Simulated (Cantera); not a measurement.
A closed system holds: 1 mol CF4, 0.47 mol HCl, 0.21 mol H2, held at 1475 °C and 0.255 Torr.

Method: chemical equilibrium by Gibbs-energy minimisation in Cantera with the NASA 1993 tables (ideal gas, pure condensed phases). Candidate condensed phases: C, C6H6, C7H8, C8H18; 118 gas species. Gases not in the tables: C2F6 and larger saturated fluorocarbons. Kinetics and transport are ignored.

Base state: HF 0.402, CF4 0.330, Cl 0.212, CF2 0.0317, F 0.0220, CF3 0.00132, HCl 0.000642, Cl2 0.000252 (mole fractions); condensed: C(graphite).

What changes in the equilibrium state with this change: pressure from 0.255 Torr to 100 Torr?


```json
[
 {"species": "HF", "before": "0.402", "after": "0.410"},
 {"species": "CF4", "before": "0.330", "after": "0.388"},
 {"species": "Cl", "before": "0.212", "after": "0.125"},
 {"species": "Cl2", "before": "0.000252", "after": "0.0344"},
 {"species": "F", "before": "0.0220", "after": "0.000259"},
 {"species": "HCl", "before": "0.000642", "after": "0.0326"},
 {"species": "CF2", "before": "0.0317", "after": "0.00173"},
 {"species": "CCl2F2", "before": "3.50e-8", "after": "0.000102"},
 {"species": "CF", "before": "2.43e-5", "after": "2.87e-7"},
 {"species": "CClF3", "before": "0.000125", "after": "0.00735"},
 {"species": "C(graphite), mol", "before": "0.199", "after": "0.201"}
]
```
